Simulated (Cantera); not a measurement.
## Hydrocarbon pyrolysis for carbon deposition

An isothermal, constant-pressure homogeneous reactor starts with C₂H₆ : N₂ = 1 : 2.6 (molar parts), at 1398 K and 100000 Pa.

Computed with Cantera and GRI-Mech 3.0 (53 species, 325 reactions). GRI-Mech 3.0 stops at C3 and has no aromatics, soot or wall deposition, so with more carbon than oxygen in the feed, carbon stays in small species such as C2H2 where larger ones or solid carbon would form.

```csv
t (s),x C₂H₆,x H₂,x C₂H,x CH₃,x H,x CH₄
2.00e-5,0.274,0.00198,5.02e-12,0.000539,1.26e-5,0.000725
9.71e-5,0.239,0.0239,2.36e-10,0.000690,1.99e-5,0.00614
0.000472,0.118,0.102,1.43e-9,0.000505,2.52e-5,0.0290
0.00229,0.00678,0.192,3.59e-9,0.000120,1.84e-5,0.0570
0.0111,0.000447,0.225,1.92e-9,3.04e-5,5.90e-6,0.0582
0.0540,0.000213,0.259,2.17e-9,2.22e-5,4.92e-6,0.0582
0.262,0.000133,0.267,1.93e-9,1.88e-5,4.03e-6,0.0621
1.27,0.000121,0.252,1.62e-9,1.97e-5,3.25e-6,0.0760
6.18,0.000108,0.229,1.28e-9,2.06e-5,2.42e-6,0.0978
30.0,0.000105,0.224,1.21e-9,2.08e-5,2.25e-6,0.103
```
x: mole fraction; the columns are a selection and need not sum to one.

Equilibrium at this temperature and pressure: C₂H₆ 8.31e-5, H₂ 0.237, C₂H 8.21e-10, CH₃ 1.85e-5, H 2.32e-6, CH₄ 0.0947 (gas phase only).
